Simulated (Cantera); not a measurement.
# Equilibrium for fluorocarbon and chlorocarbon gases: C₂F₆ + F₂ + H₂

A closed system holds: 1 mol C₂F₆, 0.084 mol F₂, 1 mol H₂, held at 3325 K.

Equilibrium computed with Cantera from the NASA thermochemical tables; the gas is ideal and each condensed phase is pure. Candidate condensed phases: C, C₆H₆, C₇H₈, C₈H₁₈; 95 gas species. The feed counts by its element totals alone. Gases not in the tables: C₂F₆ and larger saturated fluorocarbons. The numbers say what is thermodynamically allowed, not how fast it happens.

```
P (Pa)  log p F  log p HF  log p H  log p C  log p CF₂  log p CF  log p C₃  log p C₂  n C(graphite)
------  -------  --------  -------  -------  ---------  --------  --------  --------  -------------
1         -5.22     -8.13    -5.71    -5.71     -12.91     -8.52    -10.02     -8.37              0
3.60      -4.66     -7.02    -5.15    -5.16     -11.24     -7.41     -8.37     -7.26              0
13        -4.10     -5.91    -4.60    -4.62      -9.59     -6.32     -6.77     -6.20              0
46        -3.55     -4.84    -4.08    -4.16      -8.03     -5.30     -5.38     -5.27              0
170       -2.99     -3.81    -3.62    -3.81      -6.54     -4.38     -4.32     -4.56              0
600       -2.45     -2.97    -3.31    -3.55      -5.22     -3.60     -3.55     -4.05              0
2200      -1.91     -2.26    -3.14    -3.34      -3.93     -2.84     -2.91     -3.62              0
7700      -1.41     -1.65    -3.04    -3.16      -2.74     -2.16     -2.39     -3.28              0
28000     -0.90     -1.03    -2.93    -3.08      -1.64     -1.57     -2.15     -3.12          0.422
100000    -0.45     -0.42    -2.77    -3.08      -0.75     -1.13     -2.15     -3.12          0.520
```
log p: log10 of the partial pressure in bar; n: condensed amount in mol.

From 1.00e-5 bar to 0.0770 bar nothing is condensed. From 0.280 bar to 1.00 bar the condensed part is C(graphite). The main C-bearing gas is C at 1.00e-5 bar and CF₂ at 1.00 bar.
